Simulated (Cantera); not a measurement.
Input: 1 mol CaO, 1.4 mol O₂, 2.9 mol H₂O, at 1098.15 K and 2.60 bar.

Method: chemical equilibrium by Gibbs-energy minimisation in Cantera with the NASA 1993 tables (ideal gas, pure condensed phases). Candidate condensed phases: Ca, CaO, Ca(OH)₂, H₂O; 14 gas species. Rates play no part.

### Question
What is the equilibrium state?

### Answer
```json
{
  "x(H₂O)": "0.674",
  "x(O₂)": "0.326",
  "x(OH)": "1.51e-6",
  "n(CaO(s))": "1.00 mol",
  "gas_amount": "4.300 mol",
  "log10 activity of Ca(s) (absent)": "-24.69"
}
```
